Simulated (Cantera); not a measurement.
An isothermal, constant-pressure homogeneous reactor starts with 9.80 % CH4, 90.2 % N2, at 1875 K and 10.00 Torr.

Computed with Cantera and GRI-Mech 3.0 (53 species, 325 reactions). GRI-Mech 3.0 stops at C3 and has no aromatics, soot or wall deposition, so with more carbon than oxygen in the feed, carbon stays in small species such as C2H2 where larger ones or solid carbon would form. Radical loss at walls, strong at low pressure, is not modelled.

**Question.** Predict: x(CH4) at 1.00 s; x(C2H) at 1.00 s; x(CH2) at 1.00 s; x(H) at 1.00 s; x(C2H4) at 1.00 s; x(H2) at 1.00 s; x(C2H6) at 1.00 s.

**Answer.** 
```
Item                                                 Result
-----------------  ----------------------------------------
x(CH4) at 1.00 s   0.000189 (gas-phase equilibrium 2.45e-6)
x(C2H) at 1.00 s    6.14e-6 (gas-phase equilibrium 2.34e-6)
x(CH2) at 1.00 s    6.03e-7 (gas-phase equilibrium 1.44e-8)
x(H) at 1.00 s      0.00155 (gas-phase equilibrium 0.00208)
x(C2H4) at 1.00 s   1.38e-6 (gas-phase equilibrium 3.14e-7)
x(H2) at 1.00 s         0.133 (gas-phase equilibrium 0.133)
x(C2H6) at 1.00 s    1.46e-9 (gas-phase equilibrium <1e-12)
```
